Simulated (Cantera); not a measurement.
## AlI₃ + H₂O + N₂ (aluminium nitride and oxide growth)

Input: 1 mol AlI₃, 6.7 mol H₂O, a varied amount of N₂, at 1925 K and 17.0 mbar.

Equilibrium computed with Cantera from the NASA thermochemical tables; the gas is ideal and each condensed phase is pure. Candidate condensed phases: Al, AlI₃, AlN, Al₂O₃, H₂O, I₂; 41 gas species. The numbers say what is thermodynamically allowed, not how fast it happens.

```tsv
n(N₂) (mol)	x N₂	x H₂O	x I	x H₂	n Al₂O₃(s)
8.2	0.458	0.290	0.163	0.0810	0.500
31	0.761	0.127	0.0724	0.0358	0.500
54	0.847	0.0811	0.0464	0.0229	0.500
77	0.888	0.0595	0.0342	0.0169	0.500
100	0.911	0.0470	0.0270	0.0133	0.500
120	0.925	0.0397	0.0229	0.0113	0.500
150	0.939	0.0322	0.0186	0.00917	0.500
170	0.946	0.0286	0.0165	0.00815	0.500
190	0.951	0.0257	0.0149	0.00734	0.500
```
x: gas mole fraction; n: condensed amount in mol.

From 8.2 mol N₂ to 190 mol N₂ the condensed part is Al₂O₃(s). The main Al-bearing gas is AlO₂H throughout.
